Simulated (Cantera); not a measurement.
What does this Cantera script print?

```python
import numpy as np
import cantera as ct

gas_names = [...]  # 123 gases of nasa_gas.yaml made of C, H, O, Si
cond_names = """
    C(gr) C6H6(L) C7H8(L) C8H18(L),n-octa H2O(s) H2O(L) Si(cr) Si(L) SiC(b) SiO2(Lqz) SiO2(hqz) SiO2(L)
""".split()


# ... load() reads the species with a 1 bar reference pressure and builds the phases ...
atoms = {
    'Si': {'Si': 1},
    'CO2': {'C': 1, 'O': 2},
    'H2': {'H': 2},
}
top_T = {'C(gr)': 4500, 'SiC(b)': 3050}  # K; cautious upper limits of use, not melting points


# ... equilibrate(T, P, feed) seeds the gas with the atoms and calls Mixture.equilibrate('TP', solver="vcs", rtol=1e-11, max_steps=5000) ...
results = []
feed = {'Si': 1, 'CO2': 0.22, 'H2': 32}  # mol
P = 0.12  # Pa
for T in [1598, 1648, 1698, 1748, 1798, 1848, 1898]:
    mix = equilibrate(T, P, feed)
    results.append((T, P, feed, dict(zip(mix.species_names, mix.species_moles))))

top = {s: max(r[3][s] / sum(r[3][g] for g in gas_names) for r in results) for s in gas_names}
cols = sorted((s for s in top if top[s] > 0.001), key=lambda s: -top[s])[:6]
seen = [c for c in cond_names if any(r[3].get(c, 0) > 1e-12 for r in results)]
print("log10 of partial pressures in bar; condensed amounts in mol")
print(f"{'T/K':>10s}" + "".join(f"{s[:9]:>10s}" for s in cols + seen))
for T, P, feed, n in results:
    ng = sum(n[g] for g in gas_names)
    print(f"{T:10.4g}" + "".join(f"{np.log10(max(n[s] / ng * P / 1e5, 1e-99)):10.3f}" for s in cols)
          + "".join(f"{n.get(c, 0):10.4g}" for c in seen))
```

Result:

```
log10 of partial pressures in bar; condensed amounts in mol
       T/K        H2         H        Si       SiO        CO    SiC(b)
      1598    -5.957    -7.252    -7.628    -8.011    -8.234   0.05328
      1648    -5.972    -7.037    -7.570    -8.115    -8.118         0
      1698    -5.994    -6.837    -7.578    -8.127    -8.127         0
      1748    -6.028    -6.655    -7.593    -8.142    -8.142         0
      1798    -6.076    -6.491    -7.613    -8.162    -8.162         0
      1848    -6.145    -6.348    -7.640    -8.190    -8.190         0
      1898    -6.241    -6.227    -7.674    -8.223    -8.223         0
```

Equilibrium computed with Cantera from the NASA thermochemical tables; the gas is ideal and each condensed phase is pure.
